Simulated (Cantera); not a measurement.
Mixture: C3H8 : O2 : N2 = 1 : 4.55 : 29.5 (molar parts), at 0.493 atm, adiabatic and at constant volume. Ignition delay is the time to a rise of 400 K.

Cantera simulation using GRI-Mech 3.0 (53 species, 325 reactions); the numbers are that mechanism's predictions, not measurements. GRI-Mech 3.0 was tuned for natural gas; its chemistry of propane as a main component is partial and can be far from experiment.

Question: What does this change do: 1.9 parts H2 added?

Answer: 
```tsv
quantity	before	after
delay at 1275 K	2.73 ms	1.42 ms
delay at 1375 K	0.604 ms	0.397 ms
delay at 1475 K	0.195 ms	0.148 ms
delay at 1575 K	85.3 µs	70.0 µs
delay at 1675 K	46.3 µs	39.6 µs
delay at 1775 K	29.1 µs	25.5 µs
delay at 1875 K	20.2 µs	17.9 µs
apparent activation energy between 1675 and 1875 K	110 kJ/mol	100 kJ/mol
```
